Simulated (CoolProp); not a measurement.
Vapour-liquid equilibrium of CH2F2 (R32) (1) + R236EA (2) at 249.3 K; x and y are mole fractions of (1).

Model: multi-fluid Helmholtz-energy mixture model, Tillner-Roth 1997 and Rui 2013; pair parameters Bell 2016, in CoolProp.

Question: Give the bubble pressure and the first vapour's composition at x = 0.35, 0.55, 0.85. Is there an azeotrope?

Answer: x = 0.35: 0.1303 MPa, y = 0.868; x = 0.55: 0.1950 MPa, y = 0.937; x = 0.85: 0.2969 MPa, y = 0.986. No azeotrope shows between x = 0.05 and 0.95.

Pair parameters are fitted to limited data, so mixtures are less certain than the pure fluids.
